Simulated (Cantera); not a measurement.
An isothermal, constant-pressure homogeneous reactor starts with 1.59 % N2O, 98.4 % N2, at 1325 K and 42.8 Torr.

Computed with Cantera and GRI-Mech 3.0 (53 species, 325 reactions). GRI-Mech 3.0 was tuned for natural gas; its chemistry of N2O as a main component is partial and can be far from experiment. The mechanism lacks 2 NO + O2 → 2 NO2 and HONO, so NO2 and the effect of NO are under-described below about 1400 K.

x: mole fraction; the columns are a selection and need not sum to one.

```tsv
t (s)	x N2O	x O	x NO	x N2	x NO2
6.00e-6	0.0159	[?]	3.17e-12	0.984	<1e-12
2.90e-5	0.0159	[?]	7.24e-11	0.984	<1e-12
0.000140	0.0159	[?]	1.67e-9	0.984	<1e-12
0.000676	0.0159	[?]	3.74e-8	0.984	<1e-12
0.00326	0.0159	[?]	7.26e-7	0.984	4.08e-12
0.0158	0.0158	1.02e-5	8.69e-6	0.984	5.39e-10
0.0761	0.0155	1.05e-5	5.39e-5	0.984	1.40e-8
0.368	0.0142	1.05e-5	0.000261	0.985	1.16e-7
1.78	0.00933	1.03e-5	0.00103	0.987	5.12e-7
8.57	0.00134	[?]	0.00226	0.990	1.14e-6
41.4	3.37e-6	[?]	0.00242	0.991	1.09e-6
200	3.21e-9	[?]	0.00242	0.991	1.00e-6
```

What belongs in the gaps?


- 6.00e-6, x O: 1.42e-8
- 2.90e-5, x O: 6.85e-8
- 0.000140, x O: 3.27e-7
- 0.000676, x O: 1.49e-6
- 0.00326, x O: 5.47e-6
- 8.57, x O: 8.33e-6
- 41.4, x O: 1.95e-7
- 200, x O: 9.49e-8
